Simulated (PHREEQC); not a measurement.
Dissolve 0.0014 mol/kgw Cu(BF4)2, 0.00021 mol/kgw HCl and 0.0074 mol/kgw KCl at 25 °C. Closed to the air; pH follows from the charge balance.

Equilibrium calculation in PHREEQC: ion-association model, wateq4f.dat.

Task: The ionic strength comes out as 0.0126 mol/kgw. What activity coefficients do Cu+2, CuF+, K+, F-, Cl- get?

Result: Cu+2 0.65, CuF+ 0.89, K+ 0.89, F- 0.89, Cl- 0.89.

This is a speciation only: nothing precipitates in the calculation. Real BF4- forms and hydrolyses slowly; the run takes it at equilibrium.
